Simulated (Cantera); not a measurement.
A Cantera script and its output.

```python
import numpy as np
import cantera as ct

gas = ct.Solution("gri30.yaml")
gas.TPX = 548, 500000, {'CH4': 1, 'C2H6': 0.25, 'C3H8': 0.093, 'O2': 2.39, 'N2': 8.97}
flame = ct.FreeFlame(gas, width=0.013)
flame.set_refine_criteria(ratio=3, slope=0.08, curve=0.16)
flame.transport_model = "mixture-averaged"
flame.solve(loglevel=0, auto=True)
z, T = flame.grid, flame.T
thick = (T[-1] - T[0]) / np.gradient(T, z).max()
show = ['CH4', 'C2H6', 'C3H8', 'NO2', 'CO', 'HCN']
print(f"laminar burning velocity  {flame.velocity[0] * 100:.3f} cm/s")
print(f"burnt temperature         {T[-1]:.1f} K")
print(f"thermal thickness         {thick * 1e3:.4f} mm")
print(f"grid points               {len(z)}")
z0 = z[flame.heat_release_rate.argmax()]
print(f"{'z/mm':>9s}{'T/K':>9s}{'u/(m/s)':>9s}" + "".join(f"{s:>11s}" for s in show))
rows = []
for k in (-3, -2, -1.5, -1, -0.5, -0.25, 0, 0.25, 0.5, 1, 2, 4, 8):
    zz = z0 + k * thick
    rows.append([k * thick, np.interp(zz, z, T), np.interp(zz, z, flame.velocity),
                 *(np.interp(zz, z, flame.X[gas.species_index(s)]) for s in show)])
    print(f"{rows[-1][0] * 1e3:9.3f}{rows[-1][1]:9.1f}{rows[-1][2]:9.3f}" + "".join(f"{x:11.3e}" for x in rows[-1][3:]))
```

It prints:

```
laminar burning velocity  37.436 cm/s
burnt temperature         2182.0 K
thermal thickness         0.1580 mm
grid points               137
     z/mm      T/K  u/(m/s)        CH4       C2H6       C3H8        NO2         CO        HCN
   -0.474    548.7    0.376  7.840e-02  1.962e-02  7.300e-03  1.116e-09  1.799e-05  1.105e-09
   -0.316    554.5    0.382  7.766e-02  1.951e-02  7.264e-03  1.407e-08  1.871e-04  1.538e-08
   -0.237    574.9    0.398  7.620e-02  1.931e-02  7.212e-03  7.274e-08  8.428e-04  8.822e-08
   -0.158    686.6    0.482  7.037e-02  1.829e-02  6.958e-03  4.834e-07  5.072e-03  7.449e-07
   -0.079   1135.2    0.821  4.935e-02  1.162e-02  4.442e-03  1.095e-06  2.703e-02  5.360e-06
   -0.040   1524.1    1.125  3.033e-02  4.434e-03  1.176e-03  2.842e-07  5.078e-02  1.152e-05
    0.000   1878.9    1.405  1.176e-02  4.017e-04  1.424e-05  2.082e-08  7.378e-02  2.239e-05
    0.040   2062.0    1.547  3.433e-03  2.173e-05  2.439e-08  4.031e-09  8.236e-02  3.696e-05
    0.079   2128.8    1.596  1.290e-03  2.680e-06  9.099e-10  1.754e-09  8.314e-02  4.543e-05
    0.158   2165.3    1.621  4.355e-04  2.024e-07  1.888e-11  8.268e-10  8.193e-02  4.658e-05
    0.316   2178.2    1.630  1.783e-04  1.753e-08  4.866e-13  6.213e-10  8.113e-02  3.987e-05
    0.632   2181.8    1.632  7.587e-05  1.869e-09  1.694e-14  6.141e-10  8.118e-02  2.997e-05
    1.264   2182.3    1.633  2.128e-05  1.239e-10  3.140e-16  6.866e-10  8.144e-02  1.809e-05
```

Model: GRI-Mech 3.0 (53 species, 325 reactions), integrated in Cantera. Burning velocities carry a grid error of a few per cent, more on coarse grids.
